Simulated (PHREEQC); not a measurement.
A solution holds 0.18 mol Pb(NO3)2, 0.00038 mol H3AsO4 and 0.32 mol NaF per kg of water, at 55 °C. Closed to the air; pH follows from the charge balance.

All values are PHREEQC results (ion-association model, wateq4f.dat), not measurements.

```tsv
quantity	before	after
pH	5.52	4.91
ionic strength (mol/kgw)	0.532	0.533
HF (mol/kgw)	0.000585	0.00238
Pb2OH+3 (mol/kgw)	0.000437	0.000110
PbOH+ (mol/kgw)	0.000113	2.78e-5
SI of Pb(OH)2 (Pb(OH)2)	+1.92	+0.70
SI of Litharge (PbO)	-2.48	-3.70
```

Which change was made?
A. H3AsO4 from 0.00038 to 0.000418 mol/kgw
B. H3AsO4 from 0.00038 to 0.0038 mol/kgw
C. 0.0037 mol/kgw H2SO4 added
D. H3AsO4 left out

B, H3AsO4 from 0.00038 to 0.0038 mol/kgw

This is a speciation only: nothing precipitates in the calculation. Some of these states are supersaturated (in PbF2, Pb(OH)2, for instance). Constants without temperature data keep their 25 °C values here. The database has no arsenate complexes of Pb.
